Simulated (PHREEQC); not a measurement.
## Metal-bearing waste water: an equilibrium model

Make-up at 70 °C: 0.001 mol Al2(SO4)3, 0.022 mol NiCl2, 0.0061 mol NaHCO3 and 0.067 mol Na2SO4 per kg of water. Closed to the air; pH follows from the charge balance.

Equilibrium calculation in PHREEQC: ion-association model, wateq4f.dat.

Each row changes one thing in this solution. Precipitation was switched off in this run.

```tsv
case	pH	ionic strength (mol/kgw)	Na+ (mol/kgw)	SO4-2 (mol/kgw)	Ni+2 (mol/kgw)	NaSO4- (mol/kgw)	SI of Al(OH)3(a) (Al(OH)3)	SI of Morenosite (NiSO4:7H2O)
as made	5.31	0.214	0.130	0.0493	0.0111	0.0105	+1.58	-2.35
diluted 10-fold with water	5.36	0.0244	0.0137	0.00604	0.00150	0.000280	+0.70	-3.53
0.0027 mol/kgw HCl added	4.95	0.215	0.130	0.0487	0.0113	0.0104	+1.20	-2.35
Na2SO4 from 0.067 to 0.0335 mol/kgw	5.27	0.136	0.0697	0.0249	0.0129	0.00339	+1.59	-2.45
NaHCO3 from 0.0061 to 0.00549 mol/kgw	5.25	0.214	0.129	0.0492	0.0112	0.0104	+1.54	-2.35
diluted 2-fold with water	5.32	0.112	0.0664	0.0266	0.00609	0.00369	+1.33	-2.69
NaHCO3 from 0.0061 to 0.00061 mol/kgw	4.48	0.210	0.125	0.0479	0.0115	0.00988	+0.20	-2.34
```

Complexes and solids missing from the database can't appear. Some of these states are supersaturated (in Al(OH)3(a), Boehmite (slow to form), for instance). Away from 25 °C the constants follow the database's enthalpies or fits; those with neither stay at their 25 °C values.
